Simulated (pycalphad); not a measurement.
CALPHAD calculation (pycalphad, COST 507 light-alloy database (1999)), 1 atm. These are 1990s assessments: newer ones move some temperatures and phases. Phase fractions are per mole of atoms.

Task: Give the equilibrium state of Al-0.2329Mg-15.34Si (wt.%) at 277 °C.

Result: 
```
T = 550.00 K, P = 101325 Pa, N = 1 mol of atoms
G = -16987 J/mol, H = 6357 J/mol, S = 42.44 J/(mol K)  (SER reference)
chemical potentials (J/mol): Al -17725, Mg -50330, Si -12177
phase             fraction      x(Al)      x(Mg)      x(Si)
FCC_A1              0.8498     0.9993   0.000281   0.000374
DIAMOND_A4          0.1467   1.45e-10       none     1.0000
MG2SI               0.0035       none     0.6667     0.3333
```

Task: Give the equilibrium state of Al-0.2329Mg-15.34Si (wt.%) at 477 °C.

Result: fcc, fraction 0.857, with 0.27 Mg, 0.63 Si wt.%; diamond (Si), fraction 0.143, with no Mg, >99.99 Si wt.%.

Database names, with the compositions (at.%) that they take in these runs: MG2SI: Mg 67 Si 33. FCC_A1 is fcc; DIAMOND_A4 is diamond (Si). An entry "none" or "no" means that the model of the phase leaves that element out.
